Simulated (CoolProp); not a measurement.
Vapour-liquid equilibrium of ethanol (1) + n-heptane (2) at 108.65 °C; x and y are mole fractions of (1).

Values from CoolProp's multi-fluid Helmholtz-energy mixture model, Schroeder 2014 and Span 2003; pair parameters Bell 2016.

```
x     bubble pressure (MPa)  y at the bubble point  dew pressure at overall composition x (MPa)  liquid density (mol/L)
----  ---------------------  ---------------------  -------------------------------------------  ----------------------
0.05                 0.2005                  0.335                                       0.1427                   6.202
0.15                 0.2728                  0.534                                       0.1590                   6.586
0.25                 0.3040                  0.598                                       0.1791                   7.039
0.35                 0.3176                  0.627                                       0.2046                   7.578
0.45                 0.3245                  0.646                                       0.2377                   8.225
0.55                 0.3290                  0.664                                       0.2805                   9.005
0.65                 0.3322                  0.690                                       0.3257                   9.949
0.75                 0.3326                  0.732                                       0.3318                   11.10
0.85                 0.3273                  0.801                                       0.3213                   12.51
0.95                 0.3119                  0.916                                       0.3069                   14.26
```

y crosses x between x = 0.65 and 0.75: the model has an azeotrope there.

Pair parameters are fitted to limited data, so mixtures are less certain than the pure fluids. With so large a gap from Raoult's law the liquid may split in two, which this calculation doesn't test in full.
